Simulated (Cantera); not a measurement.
**Hydrocarbon pyrolysis for carbon deposition**

An isothermal, constant-pressure homogeneous reactor starts with 3.85 % C₂H₄, 96.2 % H₂, at 1575 K and 1.00 bar.

Model: GRI-Mech 3.0 (53 species, 325 reactions), integrated in Cantera. GRI-Mech 3.0 was tuned for natural gas; its chemistry of ethylene as a main component is partial and can be far from experiment. GRI-Mech 3.0 stops at C3 and has no aromatics, soot or wall deposition, so with more carbon than oxygen in the feed, carbon stays in small species such as C2H2 where larger ones or solid carbon would form.

| t (s) | x C₂H₄ | x H₂ | x C₂H₂ | x CH₄ | x C₂H | x CH₂ |
|---|---|---|---|---|---|---|
| 7.00e-5 | 0.0383 | 0.962 | 0.000130 | 4.51e-8 | <1e-12 | 9.78e-12 |
| 0.000199 | 0.0380 | 0.962 | 0.000406 | 1.04e-6 | 3.68e-12 | 3.68e-11 |
| 0.000568 | 0.0364 | 0.962 | 0.00192 | 3.84e-5 | 1.63e-10 | 3.36e-10 |
| 0.00162 | 0.0225 | 0.962 | 0.0148 | 0.000966 | 4.03e-9 | 8.73e-10 |
| 0.00461 | 0.00720 | 0.961 | 0.0290 | 0.00239 | 7.07e-9 | 5.07e-10 |
| 0.0131 | 0.00406 | 0.961 | 0.0314 | 0.00365 | 6.66e-9 | 4.49e-10 |
| 0.0374 | 0.00388 | 0.959 | 0.0304 | 0.00630 | 5.79e-9 | 5.72e-10 |
| 0.107 | 0.00357 | 0.956 | 0.0279 | 0.0123 | 4.57e-9 | 7.71e-10 |
| 0.304 | 0.00296 | 0.950 | 0.0231 | 0.0239 | 3.27e-9 | 1.06e-9 |
| 0.865 | 0.00221 | 0.942 | 0.0172 | 0.0383 | 2.22e-9 | 1.38e-9 |
| 2.46 | 0.00194 | 0.939 | 0.0150 | 0.0435 | 1.89e-9 | 1.49e-9 |
| 7.02 | 0.00194 | 0.939 | 0.0149 | 0.0436 | 1.89e-9 | 1.50e-9 |
| 20.0 | 0.00194 | 0.939 | 0.0149 | 0.0436 | 1.89e-9 | 1.50e-9 |
x: mole fraction; the columns are a selection and need not sum to one.

Equilibrium at this temperature and pressure: C₂H₄ 0.00194, H₂ 0.939, C₂H₂ 0.0149, CH₄ 0.0436, C₂H 1.89e-9, CH₂ 1.50e-9 (gas phase only).
